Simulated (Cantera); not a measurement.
A freely propagating, adiabatic, planar premixed flame of H₂ : O₂ : N₂ : H₂O = 1 : 0.538 : 1.51 : 0.82 (molar parts), equivalence ratio 0.93, unburnt at 375 K and 100.0 Torr; mixture-averaged transport, grid criteria slope 0.08 and curve 0.16, no radiation.

Cantera simulation using the H2/O2 subset of GRI-Mech 3.0, which has no nitrogen chemistry; the numbers are that mechanism's predictions, not measurements. Burning velocities carry a grid error of a few per cent, more on coarse grids.

**Question.** How do the results move with these cheaper or finer settings: unity-Lewis-number transport; multicomponent transport; multicomponent+Soret transport; grid criteria slope 0.5, curve 1; grid criteria slope 0.25, curve 0.5; grid criteria slope 0.03, curve 0.06?

**Answer.** 
```
setting                               laminar burning velocity  thermal thickness  peak x(H)  peak x(H₂O₂)  grid points
------------------------------------  ------------------------  -----------------  ---------  ------------  -----------
as above                                              233 cm/s            4.26 mm     0.0441       3.78e-5          124
unity-Lewis-number transport                          153 cm/s            3.46 mm     0.0515       1.21e-5          112
multicomponent transport                              231 cm/s            4.28 mm     0.0441       3.73e-5          124
multicomponent+Soret transport                        216 cm/s            4.20 mm     0.0422       3.79e-5          124
grid criteria slope 0.5, curve 1                      259 cm/s            5.37 mm     0.0465       2.91e-5           39
grid criteria slope 0.25, curve 0.5                   239 cm/s            4.61 mm     0.0445       3.38e-5           62
grid criteria slope 0.03, curve 0.06                  231 cm/s            4.17 mm     0.0439       3.93e-5          273
```
Unity Lewis numbers drop preferential diffusion, which matters most where H2 and H carry the flame; Soret adds thermal diffusion.
